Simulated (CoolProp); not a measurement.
The numbers come from the reference Helmholtz-energy equation of state, Schmidt 1985 in CoolProp.

Problem. For oxygen, give the phase and the density (kg/m³), cp (kJ/(kg K)), conductivity (mW/(m K)), fugacity coefficient at 228.2 K and 6.63 MPa.

Solution. 
- 228.2 K and 6.63 MPa: supercritical; density 127, cp 1.18, conductivity 25.5, fugacity coefficient 0.882

Thermal conductivity comes from a separate model (Lemmon 2004).
